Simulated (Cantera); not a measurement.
## MgO + H2S + O2 + SO2 (roasting and sulfation)

Input: 1 mol MgO, 1.7 mol H2S, 3.3 mol O2, 0.15 mol SO2, held at 0.0100 bar.

Cantera equilibrium calculation (NASA polynomials, part measured and part estimated; ideal gas, pure solids and liquids). Candidate condensed phases: H2O, H2SO4, Mg, MgO, Mg(OH)2, MgS, MgSO4, S; 26 gas species. Equilibrium is a limit: real reactors are often held back by kinetics, nucleation or transport.

From 600 K to 875 K the condensed part is MgSO4(s).

```
T (K)  log p H2O  log p SO2  log p SO3  log p O2  log p H2SO4  log p OH  n MgSO4(s)
-----  ---------  ---------  ---------  --------  -----------  --------  ----------
600        -2.18      -2.86      -2.72     -7.10        -4.03      <-14        1.00
625        -2.18      -2.86      -2.72     -6.39        -4.35      <-14        1.00
650        -2.18      -2.86      -2.71     -5.75        -4.65    -13.36        1.00
675        -2.18      -2.86      -2.71     -5.17        -4.93    -12.73        1.00
700        -2.18      -2.85      -2.72     -4.65        -5.20    -12.15        1.00
725        -2.18      -2.83      -2.74     -4.22        -5.46    -11.63        1.00
750        -2.18      -2.79      -2.77     -3.90        -5.73    -11.16        1.00
775        -2.19      -2.75      -2.83     -3.66        -6.00    -10.74        1.00
800        -2.19      -2.70      -2.91     -3.48        -6.27    -10.36        1.00
825        -2.20      -2.66      -3.00     -3.36        -6.55    -10.01        1.00
850        -2.20      -2.63      -3.10     -3.27        -6.83     -9.69        1.00
875        -2.20      -2.60      -3.22     -3.21        -7.11     -9.39        1.00
```
log p: log10 of the partial pressure in bar; n: condensed amount in mol.
